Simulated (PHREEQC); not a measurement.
Ca(OH)2 is added in steps, without added water, to 1 kg of water holding 0.0089 mol/kgw NiCl2, 0.00012 mol/kgw Na2SO4 and 0.0035 mol/kgw MnSO4, at 20 °C. The system is closed to oxygen. The system is closed to CO2. Solids allowed: Gypsum, Portlandite, Pyrochroite, Ni(OH)2, Ni4(OH)6SO4, Halite, Mirabilite, Morenosite. Others were left out.

Base run: PHREEQC, ion-association model, wateq4f.dat. Each further column changes one thing. The table gives Ni+2 (mol/kgw).

```csv
Ca(OH)2 added (mol),base,Na2SO4 from 0.00012 to 0.000132 mol/kgw,MnSO4 from 0.0035 to 0.00385 mol/kgw,Na2SO4 left out,no solid may form
0,0.00783,0.00783,0.00777,0.00785,0.00783
0.001425,0.00658,0.00657,0.00653,0.00660,0.00632
0.003325,0.00491,0.00491,?,0.00492,0.00461
0.00475,0.00365,0.00365,0.00363,0.00366,?
0.006175,0.00240,0.00240,?,0.00241,0.00230
0.008075,0.000727,0.000727,0.000721,0.000729,?
0.0095,4.42e-8,4.41e-8,4.92e-8,4.43e-8,0.000330
0.01093,2.25e-8,2.25e-8,?,2.26e-8,6.43e-5
0.01282,6.31e-12,6.31e-12,?,6.30e-12,6.62e-6
0.01425,3.52e-13,3.52e-13,5.35e-13,3.52e-13,1.35e-6
0.01568,1.18e-13,1.18e-13,1.48e-13,1.18e-13,3.46e-7
0.01758,5.01e-14,5.01e-14,5.76e-14,5.01e-14,8.92e-8
0.019,3.21e-14,3.21e-14,?,3.21e-14,4.15e-8
```

Question: Fill in the missing entries.

Answer: 
- 0.003325, MnSO4 from 0.0035 to 0.00385 mol/kgw: 0.00487
- 0.00475, no solid may form: 0.00342
- 0.006175, MnSO4 from 0.0035 to 0.00385 mol/kgw: 0.00238
- 0.008075, no solid may form: 0.00101
- 0.01093, MnSO4 from 0.0035 to 0.00385 mol/kgw: 2.76e-8
- 0.01282, MnSO4 from 0.0035 to 0.00385 mol/kgw: 1.54e-10
- 0.019, MnSO4 from 0.0035 to 0.00385 mol/kgw: 3.58e-14

The database's Ni(OH)2 is the aged solid; a fresh precipitate is more soluble. In at least one series the solution becomes supersaturated in solids that the run did not let form, among them Pyrochroite, Ni(OH)2, Ni4(OH)6SO4. Solids allowed in the column 'Na2SO4 left out': Gypsum, Portlandite, Pyrochroite, Ni(OH)2, Ni4(OH)6SO4, Morenosite.
